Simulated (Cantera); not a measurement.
Charge: 1 mol Fe(CO)₅, 9.4 mol CO, 37 mol N₂, equilibrated at 1348 K and 1330 Pa.

These are equilibrium values from Cantera (NASA tables, ideal gas, pure condensed phases), not measurements of a reactor. Candidate condensed phases: C, Fe, Fe(CO)₅, FeO, Fe₂O₃, Fe₃O₄; 27 gas species. Kinetics and transport are ignored.

Base state: N₂ 0.720, CO 0.280 (mole fractions); condensed: Fe(γ).

What changes in the equilibrium state with this change: Fe(CO)₅ replaced by Pb?


| species | before | after |
|---|---|---|
| N₂ | 0.720 | 0.781 |
| CO | 0.280 | 0.198 |
| Pb | 0 | 0.0211 |
| Fe(γ), mol | 1.000 | 0 |
Further candidate phases: Pb, PbO, PbO₂, Pb₃O₄.

What changes in the equilibrium state with this change: temperature from 1348 K to 948 K?


| species | before | after |
|---|---|---|
| N₂ | 0.720 | 0.721 |
| CO | 0.280 | 0.277 |
| CO₂ | 3.12e-6 | 0.00179 |
| Fe(γ), mol | 1.000 | 0 |
| C(graphite), mol | 0 | 0.0920 |
| Fe(α), mol | 0 | 1.00 |
Condensed phases not in the tables: cementite and carbon dissolved in iron.
